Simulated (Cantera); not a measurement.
Cantera run:

```python
import numpy as np
import cantera as ct

gas_names = """
    CL CL2 H HCL H2 Si SiCL SiCL2 SiCL3 SiCL4 SiH SiHCL3 SiH2 SiH2CL2 SiH3 SiH3CL SiH4 Si2 Si3
""".split()
cond_names = """
    Si(cr) Si(L)
""".split()


# ... load() reads the species with a 1 bar reference pressure and builds the phases ...
atoms = {
    'SiCl4': {'Si': 1, 'CL': 4},
    'HCl': {'H': 1, 'CL': 1},
    'H2': {'H': 2},
}
top_T = {}  # K; cautious upper limits of use, not melting points


# ... equilibrate(T, P, feed) seeds the gas with the atoms and calls Mixture.equilibrate('TP', solver="vcs", rtol=1e-11, max_steps=5000) ...
results = []
feed = {'SiCl4': 1, 'HCl': 2.2, 'H2': 4}  # mol
T = 1350  # K
P = 10000  # Pa
mix = equilibrate(T, P, feed)
results.append((T, P, feed, dict(zip(mix.species_names, mix.species_moles))))
print(gas.report(threshold=1e-05))
for i in range(1, mix.n_phases):
    print(f"{mix.phase(i).name:16s} {mix.phase_moles(i):12.5e} mol")
```

Result:

```
       temperature   1350 K
          pressure   10000 Pa
           density   0.031203 kg/m^3
  mean mol. weight   35.024 kg/kmol
   phase of matter   gas

                          1 kg             1 kmol
                     ---------------   ---------------
          enthalpy       -1.9458e+06       -6.8149e+07  J
   internal energy       -2.2663e+06       -7.9374e+07  J
           entropy            7512.5        2.6312e+05  J/K
    Gibbs function       -1.2088e+07       -4.2336e+08  J
 heat capacity c_p            1180.6             41348  J/K
 heat capacity c_v            943.17             33033  J/K

                      mass frac. Y      mole frac. X     chem. pot. / RT
                     ---------------   ---------------   ---------------
               HCL           0.36745             0.353            -36.66
                H2          0.029433           0.51133           -21.275
             SiCL2          0.041715           0.01476           -60.213
             SiCL3          0.064691          0.016854           -86.236
             SiCL4           0.46563          0.095995           -112.26
            SiHCL3          0.030794          0.007963           -96.873
           SiH2CL2        0.00027781        9.6334e-05           -81.488
     [  +12 minor]        3.9664e-06        8.8453e-06

Si(cr)            0.00000e+00 mol
```

Method: chemical equilibrium by Gibbs-energy minimisation in Cantera with the NASA 1993 tables (ideal gas, pure condensed phases). The tables' values for SiCl3 are old estimates; treat these amounts as uncertain.
